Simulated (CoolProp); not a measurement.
Vapour-liquid equilibrium of cyclohexane (1) + n-heptane (2) at 104.45 °C; x and y are mole fractions of (1).

Model: multi-fluid Helmholtz-energy mixture model, Zhou 2014 and Span 2003; pair parameters Bell 2016, in CoolProp.

Q: Give the bubble pressure and the first vapour's composition at x = 0.2, 0.35, 0.8. Is there an azeotrope?

A: x = 0.2: 136.6 kPa, y = 0.287; x = 0.35: 148.4 kPa, y = 0.463; x = 0.8: 182.1 kPa, y = 0.860. No azeotrope shows between x = 0.05 and 0.95.

The pair parameters rest on a limited set of measurements; away from them the model extrapolates.
